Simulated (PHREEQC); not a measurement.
## Metal-bearing waste water

A solution holds 0.24 mol/kgw MnSO4 and 0.17 mol/kgw ZnCl2, at 70 °C. Closed to the air; pH follows from the charge balance.

Computed with PHREEQC (ion-association model, wateq4f.dat).

Precipitation was switched off in this run.

Task: Estimate the pH, ionic strength.

Result: pH 5.11; ionic strength 0.712 mol/kgw.

Task: In which forms is Mn present?

Result: Mn+2 50 %, MnSO4 40 %, MnCl+ 9.7 % of the Mn.

Ionic strength above about 0.7 mol/kgw puts this run outside the model's range. Species that the database lacks are ignored. At this temperature some constants are extrapolated from 25 °C, and those without enthalpy data are left unchanged.
